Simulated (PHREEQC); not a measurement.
A solution holds 0.016 mol/kgw KCl, 0.0172 mol/kgw ZnBr2 and 3.9e-05 mol/kgw Al(NO3)3, at 20 °C. Closed to the air; pH follows from the charge balance.

Computed with PHREEQC (ion-association model, phreeqc.dat).

**Question.** The ionic strength comes out as 0.0672 mol/kgw. What activity coefficients do Al(OH)2+, Zn+2, NO3-, H+, AlOH+2 get?

**Answer.** Al(OH)2+ 0.81, Zn+2 0.43, NO3- 0.79, H+ 0.84, AlOH+2 0.44.

This is a speciation only: nothing precipitates in the calculation. The solution is supersaturated, for example in Gibbsite (slow to form), so a real one may precipitate; this is no full list.
